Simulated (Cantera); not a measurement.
## Silicon oxide and oxynitride deposition: HMDSO + NO + N₂

Feed: 1 mol HMDSO, 0.3 mol NO, 3.9 mol N₂, at 75.0 Torr.

These are equilibrium values from Cantera (NASA tables, ideal gas, pure condensed phases), not measurements of a reactor. Candidate condensed phases: C, C₆H₆, C₇H₈, C₈H₁₈, H₂O, Si, SiC, SiO₂, Si₂N₂O, Si₃N₄; 151 gas species. The feed counts by its element totals alone. Mutual solubility and eutectic melting of coexisting phases are not modelled. Equilibrium is a limit: real reactors are often held back by kinetics, nucleation or transport.

```csv
T (K),x H₂,x N₂,x CO,x CH₄,n C(graphite),n SiO₂(β-quartz),n Si₂N₂O(s),n SiC(s)
1000,0.734,0.260,0.00112,0.00514,5.92,0.191,0.905,0
1100,0.734,0.256,0.00778,0.00194,5.88,0.136,0.932,0
1200,0.728,0.247,0.0243,0.000836,5.69,0,1.00,0
1300,0.728,0.247,0.0243,0.000417,5.69,0,1.00,0
1400,0.728,0.247,0.0243,0.000229,5.69,0,1.000,0
1500,0.728,0.247,0.0243,0.000136,5.69,0,1.000,0
1600,0.715,0.251,0.0329,8.34e-5,5.34,0,0.885,0.229
1700,0.626,0.281,0.0902,4.29e-5,2.69,0,0,1.99
1800,0.625,0.281,0.0901,3.01e-5,2.67,0,0,1.99
```
x: gas mole fraction; n: condensed amount in mol.

From 1000 K to 1100 K the condensed part is C(graphite) + SiO₂(β-quartz) + Si₂N₂O(s). From 1200 K to 1500 K the condensed part is C(graphite) + Si₂N₂O(s). At 1600 K the condensed part is C(graphite) + SiC(s) + Si₂N₂O(s). From 1700 K to 1800 K the condensed part is C(graphite) + SiC(s).
